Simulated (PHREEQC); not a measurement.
Solution (25 °C): 0.07 mol/kgw HF, 0.00056 mol/kgw KF, 6.4e-06 mol/kgw H4SiO4 and 0.015 mol/kgw H2SO4. Closed to the air; pH follows from the charge balance.

All values are PHREEQC results (ion-association model, phreeqc.dat), not measurements.

This is a speciation only: nothing precipitates in the calculation.

Order these F species by the share of F that they hold, largest first: HF2-, HF, F-.

HF (95 %), F- (3.6 %), HF2- (1.8 %)

The pH is 1.68 and the ionic strength 0.0314 mol/kgw. Species that the database lacks are ignored. SiF6-2 is the database's only silicon fluoride.
